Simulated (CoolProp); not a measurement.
Carbon monoxide along the isotherm 150.4 K: density (kg/m³) from the reference equation and from simpler models built on Tc = 132.9 K, pc = 34.98 bar, ω = 0.050; each cubic takes its own stable root.

The numbers come from the reference Helmholtz-energy equation of state, Lemmon 2006 in CoolProp. It is a short technical equation, of lower accuracy than the large ones.

```json
[
 {"p (bar)": "0.277", "phase": "gas", "reference": "0.6216", "van der Waals": "0.6215", "Redlich-Kwong": "0.6216", "Soave-Redlich-Kwong": "0.6216"},
 {"p (bar)": "0.447", "phase": "gas", "reference": "1.004", "van der Waals": "1.004", "Redlich-Kwong": "1.004", "Soave-Redlich-Kwong": "1.004"},
 {"p (bar)": "0.722", "phase": "gas", "reference": "1.625", "van der Waals": "1.625", "Redlich-Kwong": "1.625", "Soave-Redlich-Kwong": "1.625"},
 {"p (bar)": "1.17", "phase": "gas", "reference": "2.641", "van der Waals": "2.640", "Redlich-Kwong": "2.642", "Soave-Redlich-Kwong": "2.641"},
 {"p (bar)": "1.88", "phase": "gas", "reference": "4.264", "van der Waals": "4.262", "Redlich-Kwong": "4.266", "Soave-Redlich-Kwong": "4.265"},
 {"p (bar)": "3.04", "phase": "gas", "reference": "6.950", "van der Waals": "6.943", "Redlich-Kwong": "6.954", "Soave-Redlich-Kwong": "6.952"},
 {"p (bar)": "4.92", "phase": "gas", "reference": "11.40", "van der Waals": "11.38", "Redlich-Kwong": "[?]", "Soave-Redlich-Kwong": "11.40"},
 {"p (bar)": "7.95", "phase": "gas", "reference": "[?]", "van der Waals": "18.78", "Redlich-Kwong": "18.85", "Soave-Redlich-Kwong": "18.83"},
 {"p (bar)": "12.8", "phase": "gas", "reference": "31.45", "van der Waals": "[?]", "Redlich-Kwong": "31.53", "Soave-Redlich-Kwong": "31.48"},
 {"p (bar)": "20.7", "phase": "gas", "reference": "54.40", "van der Waals": "54.24", "Redlich-Kwong": "[?]", "Soave-Redlich-Kwong": "54.45"},
 {"p (bar)": "33.5", "phase": "gas", "reference": "[?]", "van der Waals": "101.3", "Redlich-Kwong": "101.3", "Soave-Redlich-Kwong": "100.5"},
 {"p (bar)": "54.1", "phase": "supercritical", "reference": "221.6", "van der Waals": "242.0", "Redlich-Kwong": "[?]", "Soave-Redlich-Kwong": "215.8"},
 {"p (bar)": "87.5", "phase": "supercritical", "reference": "424.0", "van der Waals": "368.4", "Redlich-Kwong": "[?]", "Soave-Redlich-Kwong": "393.0"}
]
```

**Question.** Fill in the missing entries.

**Answer.** 
- 4.92, Redlich-Kwong: 11.41
- 7.95, reference: 18.82
- 12.8, van der Waals: 31.35
- 20.7, Redlich-Kwong: 54.62
- 33.5, reference: 100.6
- 54.1, Redlich-Kwong: 221.2
- 87.5, Redlich-Kwong: 399.8
